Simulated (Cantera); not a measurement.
A closed system holds: 1 mol S, 0.8 mol SO2, at 13.3 mbar.

Method: chemical equilibrium by Gibbs-energy minimisation in Cantera with the NASA 1993 tables (ideal gas, pure condensed phases). Candidate condensed phases: S; 10 gas species. Gases not in the tables: S3 to S7. Rates play no part.

Question: At 1298 K, list the 4 most abundant gas species with their mole fractions, and the condensed phases.

Answer: SO2 0.611, S2 0.379, S2O 0.00673, SO 0.00341. Condensed: gas only.
